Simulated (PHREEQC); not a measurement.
0.18 g of hydrous ferric oxide (600 m²/g; 0.2 weak and 0.005 strong sites per Fe, Dzombak-Morel constants, diffuse double layer) in 1 kg of water with 0.3 mol/kgw of an inert sodium salt and 3.7e-06 mol NiCl2, at 25 °C; the pH is set by adding NaOH or the inert anion's acid. O2 is buffered at 0.21 atm. The system is closed to CO2. Precipitation was switched off in this run.

Base run: PHREEQC, ion-association model, wateq4f.dat. Each further column changes one thing. The table gives surface charge σ (C/m²).

```
pH      base  background salt from 0.3 to 0.03 mol/kgw  oxide from 0.18 to 0.9 g/kgw  0.0001 mol/kgw H3BO3 added
----  ------  ----------------------------------------  ----------------------------  --------------------------
3      0.368                                     0.350                         0.368                       0.368
3.75   0.357                                     0.297                         0.357                       0.357
4.5    0.318                                     0.213                         0.318                       0.318
4.88   0.282                                         ?                         0.282                       0.282
5.62   0.196                                     0.101                         0.196                       0.196
6.38   0.117                                     0.053                         0.117                       0.117
7.12   0.059                                         ?                         0.058                       0.059
7.5    0.035                                         ?                         0.034                       0.035
8.25  -0.007                                         ?                        -0.007                      -0.007
9     -0.050                                    -0.020                        -0.051                      -0.050
```

Task: Some entries are withheld; supply them.

Result: 
- 4.88, background salt from 0.3 to 0.03 mol/kgw: 0.170
- 7.12, background salt from 0.3 to 0.03 mol/kgw: 0.024
- 7.5, background salt from 0.3 to 0.03 mol/kgw: 0.014
- 8.25, background salt from 0.3 to 0.03 mol/kgw: -0.003

The oxide is taken as insoluble; below pH 4 it would dissolve.
